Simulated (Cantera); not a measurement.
**Silicon epitaxy and polysilicon growth: Si2Cl6 + Cl2 + N2**

Charge: 1 mol Si2Cl6, 0.22 mol Cl2, 61 mol N2, at 1.33 mbar.

Method: chemical equilibrium by Gibbs-energy minimisation in Cantera with the NASA 1993 tables (ideal gas, pure condensed phases). Candidate condensed phases: Si, Si3N4; 13 gas species. The feed counts by its element totals alone. N2 is the only nitrogen source here; it is nearly inert below about 1500 K, so the nitride shown seldom forms there in practice. The tables' values for SiCl3 are old estimates; treat these amounts as uncertain. Kinetics and transport are ignored.

From 527 °C to 927 °C the condensed part is Si3N4(s). From 1027 °C to 1227 °C nothing is condensed. The main Si-bearing gas is SiCl4 throughout.

```tsv
T (°C)	log p N2	log p SiCl4	log p SiCl2	log p SiCl3	log p Cl	log p Cl2	log p SiCl	n Si3N4(s)
527	-2.89	-4.46	-11.67	-9.09	-13.10	<-14	<-14	0.130
627	-2.89	-4.46	-9.61	-7.88	-11.46	-14.65	<-14	0.130
727	-2.89	-4.46	-7.97	-6.91	-10.14	-13.46	<-14	0.129
827	-2.89	-4.47	-6.64	-6.13	-9.06	-12.49	-14.27	0.125
927	-2.89	-4.51	-5.55	-5.50	-8.18	-11.70	-12.12	0.0957
1027	-2.89	-4.65	-4.89	-5.16	-7.35	-10.88	-10.64	0
1127	-2.89	-4.67	-4.89	-5.09	-6.29	-9.50	-10.29	0
1227	-2.89	-4.71	-4.86	-5.04	-5.42	-8.38	-9.91	0
```
log p: log10 of the partial pressure in bar; n: condensed amount in mol.
